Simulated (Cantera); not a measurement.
What does this Cantera script print?

```python
import numpy as np
import cantera as ct

gas = ct.Solution("gri30.yaml")
gas.TPX = 1998, 1400, {'NO': 1, 'N2': 0.26}
reactor = ct.IdealGasConstPressureReactor(gas, energy="off", clone=False)
net = ct.ReactorNet([reactor])
net.rtol, net.atol = 1e-08, 1e-18
show = ['NO', 'O2', 'N2O', 'O', 'NO2', 'N2']
times = np.geomspace(6e-05, 7, 15)

steps = ct.SolutionArray(gas, extra=["t"])
rows = []
print(f"{'t/s':>10s}{'T/K':>9s}{'P/Pa':>11s}" + "".join(f"{s:>11s}" for s in show))
for t in times:
    while net.time < t:
        t_next = net.step()
        steps.append(gas.state, t=t_next)
    rows.append([np.interp(t, steps.t, y) for y in (steps.T, steps.P, *steps(*show).X.T)])
    print(f"{t:10.3e}{rows[-1][0]:9.1f}{rows[-1][1]:11.4g}" + "".join(f"{x:11.3e}" for x in rows[-1][2:]))
rate = np.gradient(steps.T, steps.t)
print("integrator steps:", len(steps.t))
if steps.T.max() > steps.T[0] + 200:
    print(f"time of steepest temperature rise: {steps.t[rate.argmax()]:.4e} s")
gas.TPX = 1998, 1400, {'NO': 1, 'N2': 0.26}
gas.equilibrate("TP")
print(f"equilibrium (TP): T = {gas.T:.1f} K  " + "  ".join(f"{s} {gas[s].X[0]:.3e}" for s in show))
```

It prints:

```
       t/s      T/K       P/Pa         NO         O2        N2O          O        NO2         N2
 6.000e-05   1998.0       1400  7.936e-01  3.048e-10  6.051e-07  6.061e-07  2.417e-10  2.063e-01
 1.381e-04   1998.0       1400  7.936e-01  1.617e-09  1.391e-06  1.396e-06  1.275e-09  2.063e-01
 3.177e-04   1998.0       1400  7.936e-01  8.576e-09  3.190e-06  3.218e-06  6.672e-09  2.063e-01
 7.310e-04   1998.0       1400  7.936e-01  4.531e-08  7.288e-06  7.437e-06  3.422e-08  2.063e-01
 1.682e-03   1998.0       1400  7.936e-01  2.431e-07  1.650e-05  1.729e-05  1.712e-07  2.063e-01
 3.871e-03   1998.0       1400  7.936e-01  1.320e-06  3.657e-05  4.071e-05  7.932e-07  2.064e-01
 8.906e-03   1998.0       1400  7.934e-01  7.512e-06  7.717e-05  9.828e-05  3.157e-06  2.064e-01
 2.049e-02   1998.0       1400  7.931e-01  4.643e-05  1.454e-04  2.418e-04  9.357e-06  2.064e-01
 4.716e-02   1998.0       1400  7.922e-01  2.905e-04  2.131e-04  5.379e-04  1.791e-05  2.068e-01
 1.085e-01   1998.0       1400  7.895e-01  1.415e-03  2.174e-04  8.502e-04  2.395e-05  2.080e-01
 2.497e-01   1998.0       1400  7.827e-01  4.725e-03  2.024e-04  9.764e-04  2.899e-05  2.114e-01
 5.745e-01   1998.0       1400  7.663e-01  1.281e-02  1.864e-04  1.107e-03  3.809e-05  2.195e-01
 1.322e+00   1998.0       1400  7.262e-01  3.266e-02  1.556e-04  1.363e-03  5.427e-05  2.395e-01
 3.042e+00   1998.0       1400  6.284e-01  8.128e-02  1.033e-04  1.827e-03  7.518e-05  2.884e-01
 7.000e+00   1998.0       1400  4.196e-01  1.852e-01  3.939e-05  2.526e-03  7.832e-05  3.926e-01
integrator steps: 621
equilibrium (TP): T = 1998.0 K  NO 9.074e-03  O2 3.898e-01  N2O 5.258e-08  O 3.497e-03  NO2 2.527e-06  N2 5.976e-01
```

Computed with Cantera and GRI-Mech 3.0 (53 species, 325 reactions). Radical loss at walls, strong at low pressure, is not modelled.
